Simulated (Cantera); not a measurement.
# Hydrocarbon pyrolysis for carbon deposition

A perfectly stirred reactor is fed with C2H6 : N2 : H2O = 1 : 44 : 1.2 (molar parts), at 0.987 atm; it is held at 1000 K, and followed from long to short residence time.

Detailed kinetics in Cantera: GRI-Mech 3.0 (53 species, 325 reactions). GRI-Mech 3.0 stops at C3 and has no aromatics, soot or wall deposition, so with more carbon than oxygen in the feed, carbon stays in small species such as C2H2 where larger ones or solid carbon would form.

```csv
τ (s),x C2H6,x CH3,x CH2,x H2,x H,x C2H2
0.78,0.0169,8.37e-8,<1e-12,0.00463,2.28e-8,6.09e-5
0.22,0.0201,9.76e-8,<1e-12,0.00150,2.16e-8,7.71e-6
0.060,0.0213,8.58e-8,<1e-12,0.000372,1.85e-8,5.23e-7
0.017,0.0216,4.97e-8,<1e-12,6.53e-5,1.13e-8,1.65e-8
0.0047,0.0216,2.75e-8,<1e-12,5.91e-6,3.70e-9,1.39e-10
0.0013,0.0216,1.91e-8,<1e-12,3.53e-7,7.98e-10,<1e-12
0.00037,0.0216,1.02e-8,<1e-12,1.53e-8,1.21e-10,<1e-12
0.00010,0.0216,3.69e-9,<1e-12,3.99e-10,1.17e-11,<1e-12
```
x: mole fraction; the columns are a selection and need not sum to one.
